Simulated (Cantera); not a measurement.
An isothermal, constant-pressure homogeneous reactor starts with 5.88 % CH4, 94.1 % N2, at 1450 K and 760 Torr.

Model: GRI-Mech 3.0 (53 species, 325 reactions), integrated in Cantera. GRI-Mech 3.0 stops at C3 and has no aromatics, soot or wall deposition, so with more carbon than oxygen in the feed, carbon stays in small species such as C2H2 where larger ones or solid carbon would form.

x: mole fraction; the columns are a selection and need not sum to one.

```json
[
 {"t (s)": "2.00e-5", "x CH4": "0.0588", "x H": "5.93e-9", "x C2H": "<1e-12", "x CH2": "<1e-12", "x H2": "1.13e-7"},
 {"t (s)": "4.85e-5", "x CH4": "0.0588", "x H": "5.93e-9", "x C2H": "<1e-12", "x CH2": "<1e-12", "x H2": "2.83e-7"},
 {"t (s)": "0.000118", "x CH4": "0.0588", "x H": "5.94e-9", "x C2H": "<1e-12", "x CH2": "1.43e-12", "x H2": "6.94e-7"},
 {"t (s)": "0.000285", "x CH4": "0.0588", "x H": "6.00e-9", "x C2H": "<1e-12", "x CH2": "7.70e-12", "x H2": "1.70e-6"},
 {"t (s)": "0.000691", "x CH4": "0.0588", "x H": "6.31e-9", "x C2H": "<1e-12", "x CH2": "3.90e-11", "x H2": "?"},
 {"t (s)": "0.00168", "x CH4": "0.0588", "x H": "7.33e-9", "x C2H": "<1e-12", "x CH2": "1.37e-10", "x H2": "1.08e-5"},
 {"t (s)": "0.00406", "x CH4": "0.0588", "x H": "9.12e-9", "x C2H": "<1e-12", "x CH2": "2.75e-10", "x H2": "2.99e-5"},
 {"t (s)": "0.00985", "x CH4": "0.0587", "x H": "1.35e-8", "x C2H": "<1e-12", "x CH2": "5.23e-10", "x H2": "8.82e-5"},
 {"t (s)": "0.0239", "x CH4": "0.0584", "x H": "2.81e-8", "x C2H": "<1e-12", "x CH2": "1.03e-9", "x H2": "0.000299"},
 {"t (s)": "0.0579", "x CH4": "0.0575", "x H": "7.77e-8", "x C2H": "8.38e-12", "x CH2": "1.64e-9", "x H2": "0.00115"},
 {"t (s)": "0.140", "x CH4": "0.0553", "x H": "2.02e-7", "x C2H": "5.27e-11", "x CH2": "1.57e-9", "x H2": "0.00398"},
 {"t (s)": "0.340", "x CH4": "0.0510", "x H": "4.09e-7", "x C2H": "1.60e-10", "x CH2": "1.11e-9", "x H2": "0.0103"},
 {"t (s)": "0.825", "x CH4": "?", "x H": "?", "x C2H": "3.07e-10", "x CH2": "7.45e-10", "x H2": "?"},
 {"t (s)": "2.00", "x CH4": "0.0331", "x H": "1.11e-6", "x C2H": "4.96e-10", "x CH2": "4.82e-10", "x H2": "0.0360"}
]
```

**Question.** Some entries are withheld; supply them.

**Answer.** 
- 0.000691, x H2: 4.19e-6
- 0.825, x CH4: 0.0438
- 0.825, x H: 7.06e-7
- 0.825, x H2: 0.0208
